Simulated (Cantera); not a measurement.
Charge: 1 mol PbO, 1.5 mol C, 14 mol H2, 2.2 mol CH4, held at 850 °C and 0.0750 bar.

Method: chemical equilibrium by Gibbs-energy minimisation in Cantera with the NASA 1993 tables (ideal gas, pure condensed phases). Candidate condensed phases: C, C6H6, C7H8, C8H18, H2O, Pb, PbO, PbO2, Pb3O4; 113 gas species. The numbers say what is thermodynamically allowed, not how fast it happens.

Base state: H2 0.944, CO 0.0513, Pb 0.00244, CH4 0.00196, H2O 0.000240, CO2 1.19e-5 (mole fractions); condensed: C(graphite) + Pb(l).

### Question
What changes in the equilibrium state with this change: temperature from 850 °C to 1052 °C?

### Answer
```csv
species,before,after
H2,0.944,0.902
CO,0.0513,0.0491
Pb,0.00244,0.0481
CO2,1.19e-5,6.97e-7
H2O,0.000240,2.39e-5
CH4,0.00196,0.000410
"C(graphite), mol",2.67,2.69
"Pb(l), mol",0.953,0.0206
```

### Question
What changes in the equilibrium state with this change: PbO replaced by SiO2?

### Answer
```tsv
species	before	after
H2	0.944	0.998
CH4	0.00196	0.00219
CO	0.0513	9.08e-5
Pb	0.00244	0
CO2	1.19e-5	<1e-9
H2O	0.000240	4.48e-7
C(graphite), mol	2.67	3.66
Pb(l), mol	0.953	0
SiC(s), mol	0	0.000837
SiO2(β-quartz), mol	0	0.999
```
Mutual solubility and eutectic melting of coexisting phases are not modelled. Further candidate phases: Si, SiC, SiO2.

### Question
What changes in the equilibrium state with this change: temperature from 850 °C to 2125 °C?

### Answer
```csv
species,before,after
H2,0.944,0.846
H,1.51e-7,0.0529
CO,0.0513,0.0477
Pb,0.00244,0.0477
C2H2 (acetylene),2.08e-8,0.00584
C2H,<1e-9,2.09e-5
C4H2,<1e-9,1.66e-5
CO2,1.19e-5,<1e-9
"C(graphite), mol",2.67,2.45
"Pb(l), mol",0.953,0
```
